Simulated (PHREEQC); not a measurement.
# Arsenic or selenium liquor

Make-up at 50 °C: 0.023 mol H3AsO4 and 0.16 mol NaCl per kg of water. Closed to the air; pH follows from the charge balance.

Model: ion-association model, wateq4f.dat, run in PHREEQC.

Precipitation was switched off in this run.

Question: Predict the pH.

Answer: pH 2.11.

Question: In which forms is As present?

Answer: H3AsO4 58 %, H2AsO4- 42 % of the As.

Away from 25 °C the constants follow the database's enthalpies or fits; those with neither stay at their 25 °C values.
